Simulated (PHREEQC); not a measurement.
Dissolve 0.0024 mol H2S, 0.0051 mol CsF and 0.00011 mol H2SO4 per kg of water at 50 °C. Closed to the air; pH follows from the charge balance.

All values are PHREEQC results (ion-association model, wateq4f.dat), not measurements.

```json
[
 {"quantity": "pH", "before": "4.69", "after": "4.67"},
 {"quantity": "ionic strength (mol/kgw)", "before": "0.00523", "after": "0.0130"},
 {"quantity": "F- (mol/kgw)", "before": "0.00487", "after": "0.00487"},
 {"quantity": "H2S (mol/kgw)", "before": "0.00237", "after": "0.00237"},
 {"quantity": "HF (mol/kgw)", "before": "0.000219", "after": "0.000218"},
 {"quantity": "HS- (mol/kgw)", "before": "2.61e-5", "after": "2.62e-5"}
]
```

**Question.** Which change was made?
(A) H2S replaced by Na2S at the same molality
(B) H2SO4 left out
(C) diluted 5-fold with water
(D) temperature from 50 to 60 °C
(E) 0.0078 mol/kgw KCl added

**Answer.** E, 0.0078 mol/kgw KCl added

No solid was allowed to form. Away from 25 °C the constants follow the database's enthalpies or fits; those with neither stay at their 25 °C values.
